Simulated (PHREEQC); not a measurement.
Solution (20 °C): 4 mol/kgw LiBr, 0.24 mol/kgw SrCl2 and 0.00035 mol/kgw H4SiO4. Closed to the air; pH follows from the charge balance.

The numbers come from PHREEQC with the Pitzer model, pitzer.dat.

Precipitation was switched off in this run.

What pH, density, activity of water does the model give?

pH 5.46; density 1.246 g/cm³; activity of water 0.772.

Complexes and solids missing from the database can't appear. In brines, pH and single-ion activities rest on the MacInnes convention.
